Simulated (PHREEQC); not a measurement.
Dissolve 38 mmol/kgw K2HPO4 at 20 °C. Closed to the air; pH follows from the charge balance.

Computed with PHREEQC (ion-association model, wateq4f.dat).

No solid was allowed to form.

Problem. Order these P species by the share of P that they hold, largest first: H2PO4-, PO4-3, HPO4-2, KHPO4-.

Solution. HPO4-2 (95 %), KHPO4- (4.9 %), H2PO4- (0.34 %), PO4-3 (0.29 %)

The pH is 9.33 and the ionic strength 0.110 mol/kgw. Species that the database lacks are ignored. H3PO4, which wateq4f.dat lacks, is added to it with the constant of phreeqc.dat.
